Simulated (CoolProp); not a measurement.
Model: reference Helmholtz-energy equation of state, Gao 2022, in CoolProp.

**Question.** For n-perfluorohexane, give the phase and the Z, cp (kJ/(kg K)), cv (kJ/(kg K)), expansivity (1/kK) at 326.1 K and 6870 kPa; 354.7 K and 6870 kPa.

**Answer.** 
- 326.1 K and 6870 kPa: liquid; Z 0.526, cp 1.08, cv 0.890, expansivity 1.68
- 354.7 K and 6870 kPa: liquid; Z 0.508, cp 1.11, cv 0.925, expansivity 1.87
